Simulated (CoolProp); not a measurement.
Properties of R1336mzz(E) along the isotherm 410 K.

Model: reference Helmholtz-energy equation of state, Akasaka 2023, in CoolProp.

```json
[
 {"p (bar)": "0.0439", "phase": "gas", "density (kg/m³)": "0.2114", "speed of sound (m/s)": "148.3"},
 {"p (bar)": "0.0833", "phase": "gas", "density (kg/m³)": "0.4013", "speed of sound (m/s)": "148.2"},
 {"p (bar)": "0.158", "phase": "gas", "density (kg/m³)": "0.7618", "speed of sound (m/s)": "148.1"},
 {"p (bar)": "0.299", "phase": "gas", "density (kg/m³)": "1.444", "speed of sound (m/s)": "147.9"},
 {"p (bar)": "0.568", "phase": "gas", "density (kg/m³)": "2.753", "speed of sound (m/s)": "147.5"},
 {"p (bar)": "1.08", "phase": "gas", "density (kg/m³)": "5.267", "speed of sound (m/s)": "146.7"},
 {"p (bar)": "2.04", "phase": "gas", "density (kg/m³)": "10.07", "speed of sound (m/s)": "145.1"},
 {"p (bar)": "3.87", "phase": "gas", "density (kg/m³)": "19.58", "speed of sound (m/s)": "142.1"},
 {"p (bar)": "7.33", "phase": "gas", "density (kg/m³)": "38.97", "speed of sound (m/s)": "136.2"},
 {"p (bar)": "13.9", "phase": "gas", "density (kg/m³)": "82.68", "speed of sound (m/s)": "123.8"}
]
```
